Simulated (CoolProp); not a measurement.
A simple Rankine cycle with ethanol: condensing at 309.15 K, boiler at 0.511 MPa, turbine inlet 549.1 K, turbine efficiency 0.65, pump efficiency 0.6, no recuperator. Each further row changes one setting.

Computed with CoolProp (reference Helmholtz-energy equation of state, Schroeder 2014).

```
case                             thermal efficiency (%)  net work (kJ/kg)  heat in (kJ/kg)  turbine exit temperature (K)  volume ratio over the turbine
-------------------------------  ----------------------  ----------------  ---------------  ----------------------------  -----------------------------
as stated                                           [?]               194             1350                         451.4                           29.5
turbine inlet 569.1 K                              14.5               202             1390                           [?]                           29.6
condensing temperature 301.15 K                    15.6               214             1370                         441.0                           44.6
boiler pressure 0.358 MPa                          13.2               178             1350                         461.0                           21.0
turbine efficiency 0.55                            12.2               164             1350                           [?]                           30.5
```

Q: Some entries are withheld; supply them.

A: 
- as stated, thermal efficiency (%): 14.4
- turbine inlet 569.1 K, turbine exit temperature (K): 470.6
- turbine efficiency 0.55, turbine exit temperature (K): 466.7
